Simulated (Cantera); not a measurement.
Cantera run, input and output.

```python
import numpy as np
import cantera as ct

gas = ct.Solution("gri30.yaml")
gas.TPX = 1500, 1333, {'CH4': 1, 'H2': 2.3}
reactor = ct.IdealGasConstPressureReactor(gas, energy="off", clone=False)
net = ct.ReactorNet([reactor])
net.rtol, net.atol = 1e-08, 1e-18
show = ['CH4', 'H2', 'C2H4', 'C2H2', 'CH2']
times = np.geomspace(2e-06, 6, 13)

steps = ct.SolutionArray(gas, extra=["t"])
rows = []
print(f"{'t/s':>10s}{'T/K':>9s}{'P/Pa':>11s}" + "".join(f"{s:>11s}" for s in show))
for t in times:
    while net.time < t:
        t_next = net.step()
        steps.append(gas.state, t=t_next)
    rows.append([np.interp(t, steps.t, y) for y in (steps.T, steps.P, *steps(*show).X.T)])
    print(f"{t:10.3e}{rows[-1][0]:9.1f}{rows[-1][1]:11.4g}" + "".join(f"{x:11.3e}" for x in rows[-1][2:]))
rate = np.gradient(steps.T, steps.t)
print("integrator steps:", len(steps.t))
if steps.T.max() > steps.T[0] + 200:
    print(f"time of steepest temperature rise: {steps.t[rate.argmax()]:.4e} s")
gas.TPX = 1500, 1333, {'CH4': 1, 'H2': 2.3}
gas.equilibrate("TP")
print(f"equilibrium (TP): T = {gas.T:.1f} K  " + "  ".join(f"{s} {gas[s].X[0]:.3e}" for s in show))
```

Result:

```
       t/s      T/K       P/Pa        CH4         H2       C2H4       C2H2        CH2
 2.000e-06   1500.0       1333  3.030e-01  6.970e-01  1.804e-19  1.426e-25  7.217e-19
 6.931e-06   1500.0       1333  3.030e-01  6.970e-01  4.466e-18  1.088e-23  1.625e-17
 2.402e-05   1500.0       1333  3.030e-01  6.970e-01  3.950e-16  2.574e-21  4.475e-16
 8.324e-05   1500.0       1333  3.030e-01  6.970e-01  5.783e-14  1.302e-18  1.136e-14
 2.884e-04   1500.0       1333  3.030e-01  6.970e-01  5.250e-12  4.554e-16  2.244e-13
 9.996e-04   1500.0       1333  3.030e-01  6.970e-01  2.947e-10  9.775e-14  3.316e-12
 3.464e-03   1500.0       1333  3.030e-01  6.970e-01  1.346e-08  1.735e-11  4.226e-11
 1.200e-02   1500.0       1333  3.030e-01  6.970e-01  5.683e-07  3.255e-09  5.005e-10
 4.160e-02   1500.0       1333  3.027e-01  6.970e-01  2.259e-05  7.731e-07  5.097e-09
 1.442e-01   1500.0       1333  3.008e-01  6.980e-01  5.194e-04  1.424e-04  2.537e-08
 4.996e-01   1500.0       1333  2.902e-01  7.044e-01  1.542e-03  3.311e-03  2.973e-08
 1.731e+00   1500.0       1333  2.567e-01  7.251e-01  1.355e-03  1.635e-02  2.775e-08
 6.000e+00   1500.0       1333  1.799e-01  7.725e-01  8.419e-04  4.632e-02  2.310e-08
integrator steps: 485
equilibrium (TP): T = 1500.0 K  CH4 3.164e-03  H2 8.816e-01  C2H4 3.800e-04  C2H2 1.147e-01  CH2 1.417e-09
```

Model: GRI-Mech 3.0 (53 species, 325 reactions), integrated in Cantera. GRI-Mech 3.0 stops at C3 and has no aromatics, soot or wall deposition, so with more carbon than oxygen in the feed, carbon stays in small species such as C2H2 where larger ones or solid carbon would form. Radical loss at walls, strong at low pressure, is not modelled.
